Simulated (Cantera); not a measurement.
A Cantera script and its output.

```python
import numpy as np
import cantera as ct

gas = ct.Solution("gri30.yaml")
gas.TPX = 1223, 1500, {'H2': 0.059, 'O2': 1, 'N2': 0.2}
reactor = ct.IdealGasConstPressureReactor(gas, energy="off", clone=False)
net = ct.ReactorNet([reactor])
net.rtol, net.atol = 1e-08, 1e-18
show = ['H2', 'O2', 'OH', 'NO2', 'HO2', 'H', 'H2O']
times = np.geomspace(2e-05, 2, 15)

steps = ct.SolutionArray(gas, extra=["t"])
rows = []
print(f"{'t/s':>10s}{'T/K':>9s}{'P/Pa':>11s}" + "".join(f"{s:>11s}" for s in show))
for t in times:
    while net.time < t:
        t_next = net.step()
        steps.append(gas.state, t=t_next)
    rows.append([np.interp(t, steps.t, y) for y in (steps.T, steps.P, *steps(*show).X.T)])
    print(f"{t:10.3e}{rows[-1][0]:9.1f}{rows[-1][1]:11.4g}" + "".join(f"{x:11.3e}" for x in rows[-1][2:]))
rate = np.gradient(steps.T, steps.t)
print("integrator steps:", len(steps.t))
if steps.T.max() > steps.T[0] + 200:
    print(f"time of steepest temperature rise: {steps.t[rate.argmax()]:.4e} s")
gas.TPX = 1223, 1500, {'H2': 0.059, 'O2': 1, 'N2': 0.2}
gas.equilibrate("TP")
print(f"equilibrium (TP): T = {gas.T:.1f} K  " + "  ".join(f"{s} {gas[s].X[0]:.3e}" for s in show))
```

Result:

```
       t/s      T/K       P/Pa         H2         O2         OH        NO2        HO2          H        H2O
 2.000e-05   1223.0       1500  4.686e-02  7.943e-01  2.252e-10  9.012e-31  1.179e-09  9.676e-10  2.648e-11
 4.552e-05   1223.0       1500  4.686e-02  7.943e-01  9.352e-10  3.626e-29  2.685e-09  1.896e-09  2.619e-10
 1.036e-04   1223.0       1500  4.686e-02  7.943e-01  3.543e-09  1.574e-27  6.116e-09  4.016e-09  2.336e-09
 2.358e-04   1223.0       1500  4.686e-02  7.943e-01  1.591e-08  7.587e-26  1.396e-08  1.321e-08  2.167e-08
 5.365e-04   1223.0       1500  4.686e-02  7.943e-01  1.819e-07  5.922e-24  3.256e-08  1.365e-07  3.742e-07
 1.221e-03   1223.0       1500  4.677e-02  7.942e-01  3.110e-05  1.828e-20  2.397e-07  2.315e-05  6.946e-05
 2.779e-03   1223.0       1500  3.093e-03  7.612e-01  4.939e-03  1.615e-13  3.566e-06  9.651e-03  3.650e-02
 6.325e-03   1223.0       1500  8.119e-04  7.603e-01  3.268e-03  1.589e-12  3.122e-06  6.784e-03  4.116e-02
 1.439e-02   1223.0       1500  6.728e-04  7.658e-01  2.983e-03  4.252e-12  2.995e-06  4.983e-03  4.255e-02
 3.276e-02   1223.0       1500  4.493e-04  7.741e-01  2.446e-03  9.110e-12  2.681e-06  2.617e-03  4.451e-02
 7.455e-02   1223.0       1500  2.078e-04  7.823e-01  1.669e-03  1.868e-11  2.036e-06  7.966e-04  4.633e-02
 1.697e-01   1223.0       1500  6.380e-05  7.871e-01  9.272e-04  4.128e-11  1.163e-06  1.336e-04  4.733e-02
 3.861e-01   1223.0       1500  1.529e-05  7.887e-01  4.557e-04  8.528e-11  4.826e-07  1.570e-05  4.772e-02
 8.788e-01   1223.0       1500  3.552e-06  7.891e-01  2.206e-04  1.325e-10  1.623e-07  1.770e-06  4.787e-02
 2.000e+00   1223.0       1500  9.098e-07  7.893e-01  1.121e-04  1.535e-10  5.228e-08  2.315e-07  4.793e-02
integrator steps: 1315
equilibrium (TP): T = 1223.0 K  H2 9.020e-09  O2 7.892e-01  OH 1.125e-05  NO2 7.380e-07  HO2 1.128e-08  H 2.347e-10  H2O 4.798e-02
```

Model: GRI-Mech 3.0 (53 species, 325 reactions), integrated in Cantera. Radical loss at walls, strong at low pressure, is not modelled. The temperature is held fixed by assumption; the heat of reaction is taken as removed at once.
